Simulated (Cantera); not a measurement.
Cantera run:

```python
import numpy as np
import cantera as ct

gas_names = """
    H H2 N NH NH2 NH3 N2 N2H2 N2H4 Si SiH SiH2 SiH3 SiH4 SiN Si2 Si2N Si3
""".split()
cond_names = """
    Si(cr) Si(L) Si3N4(a)
""".split()


def load(file, names, dense=False):
    # The tables refer to 1 bar. Condensed volumes are neglected.
    table = {s.name: s for s in ct.Species.list_from_file(file)}
    out = []
    for n in names:
        d = dict(table[n].input_data)
        d["thermo"] = dict(d["thermo"], **{"reference-pressure": 1e5})
        if dense:
            d["equation-of-state"] = {"model": "constant-volume", "density": "1e6 g/cm^3"}
        out.append(ct.Species.from_dict(d))
    return out


gas = ct.Solution(thermo="ideal-gas", species=load("nasa_gas.yaml", gas_names))
cond = {s.name: ct.Solution(thermo="fixed-stoichiometry", species=[s], name=s.name)
        for s in load("nasa_condensed.yaml", cond_names, dense=True)}
atoms = {
    'SiH4': {'Si': 1, 'H': 4},
    'N2': {'N': 2},
}
top_T = {'Si3N4(a)': 2400}  # K; cautious upper limits of use, not melting points


def equilibrate(T, P, feed):
    n = {}
    for name, mol in feed.items():
        for a, k in atoms[name].items():
            n[a] = n.get(a, 0.0) + k * mol
    gas.TPX = T, P, n
    mass = sum(n.values()) * gas.mean_molecular_weight
    gas.equilibrate("TP")
    valid = [c for c in cond.values() if c.min_temp <= T <= top_T.get(c.name, c.max_temp)]
    mix = ct.Mixture([(gas, mass / gas.mean_molecular_weight)] + [(c, 0.0) for c in valid])
    mix.T, mix.P = T, P
    mix.equilibrate("TP", solver="vcs", rtol=1e-11, max_steps=5000)
    return mix


results = []
P = 5.4  # Pa
for T in [950, 1025, 1100, 1175, 1250, 1325, 1400, 1475, 1550]:
    for m in [0.41, 0.66, 1.1, 1.7, 2.7, 4.4, 7, 11, 18, 29]:
        feed = {'SiH4': 1, 'N2': m}  # mol
        mix = equilibrate(T, P, feed)
        results.append((T, P, feed, dict(zip(mix.species_names, mix.species_moles))))

for T, P, feed, n in results:
    print(f"{T:7g} {feed['N2']:10.4g}  " + (" + ".join(c for c in cond_names if n.get(c, 0) > 1e-12) or "gas only"))
```

It prints:

```
    950       0.41  Si(cr) + Si3N4(a)
    950       0.66  Si(cr) + Si3N4(a)
    950        1.1  Si3N4(a)
    950        1.7  Si3N4(a)
    950        2.7  Si3N4(a)
    950        4.4  Si3N4(a)
    950          7  Si3N4(a)
    950         11  Si3N4(a)
    950         18  Si3N4(a)
    950         29  Si3N4(a)
   1025       0.41  Si(cr) + Si3N4(a)
   1025       0.66  Si(cr) + Si3N4(a)
   1025        1.1  Si3N4(a)
   1025        1.7  Si3N4(a)
   1025        2.7  Si3N4(a)
   1025        4.4  Si3N4(a)
   1025          7  Si3N4(a)
   1025         11  Si3N4(a)
   1025         18  Si3N4(a)
   1025         29  Si3N4(a)
   1100       0.41  Si(cr) + Si3N4(a)
   1100       0.66  Si(cr) + Si3N4(a)
   1100        1.1  Si3N4(a)
   1100        1.7  Si3N4(a)
   1100        2.7  Si3N4(a)
   1100        4.4  Si3N4(a)
   1100          7  Si3N4(a)
   1100         11  Si3N4(a)
   1100         18  Si3N4(a)
   1100         29  Si3N4(a)
   1175       0.41  Si(cr) + Si3N4(a)
   1175       0.66  Si(cr) + Si3N4(a)
   1175        1.1  Si3N4(a)
   1175        1.7  Si3N4(a)
   1175        2.7  Si3N4(a)
   1175        4.4  Si3N4(a)
   1175          7  Si3N4(a)
   1175         11  Si3N4(a)
   1175         18  Si3N4(a)
   1175         29  Si3N4(a)
   1250       0.41  Si(cr) + Si3N4(a)
   1250       0.66  Si(cr) + Si3N4(a)
   1250        1.1  Si3N4(a)
   1250        1.7  Si3N4(a)
   1250        2.7  Si3N4(a)
   1250        4.4  Si3N4(a)
   1250          7  Si3N4(a)
   1250         11  Si3N4(a)
   1250         18  Si3N4(a)
   1250         29  Si3N4(a)
   1325       0.41  Si(cr) + Si3N4(a)
   1325       0.66  Si(cr) + Si3N4(a)
   1325        1.1  Si3N4(a)
   1325        1.7  Si3N4(a)
   1325        2.7  Si3N4(a)
   1325        4.4  Si3N4(a)
   1325          7  Si3N4(a)
   1325         11  Si3N4(a)
   1325         18  Si3N4(a)
   1325         29  Si3N4(a)
   1400       0.41  Si(cr) + Si3N4(a)
   1400       0.66  Si(cr) + Si3N4(a)
   1400        1.1  Si3N4(a)
   1400        1.7  Si3N4(a)
   1400        2.7  Si3N4(a)
   1400        4.4  Si3N4(a)
   1400          7  Si3N4(a)
   1400         11  Si3N4(a)
   1400         18  Si3N4(a)
   1400         29  Si3N4(a)
   1475       0.41  Si(cr)
   1475       0.66  Si(cr)
   1475        1.1  Si(cr)
   1475        1.7  Si(cr)
   1475        2.7  Si(cr) + Si3N4(a)
   1475        4.4  Si3N4(a)
   1475          7  Si3N4(a)
   1475         11  Si3N4(a)
   1475         18  Si3N4(a)
   1475         29  Si3N4(a)
   1550       0.41  Si(cr)
   1550       0.66  Si(cr)
   1550        1.1  Si(cr)
   1550        1.7  Si(cr)
   1550        2.7  Si(cr)
   1550        4.4  Si(cr)
   1550          7  Si(cr)
   1550         11  Si(cr)
   1550         18  Si(cr)
   1550         29  Si(cr)
```

Equilibrium computed with Cantera from the NASA thermochemical tables; the gas is ideal and each condensed phase is pure. N2 is the only nitrogen source here; it is nearly inert below about 1500 K, so the nitride shown seldom forms there in practice. Mutual solubility and eutectic melting of coexisting phases are not modelled.
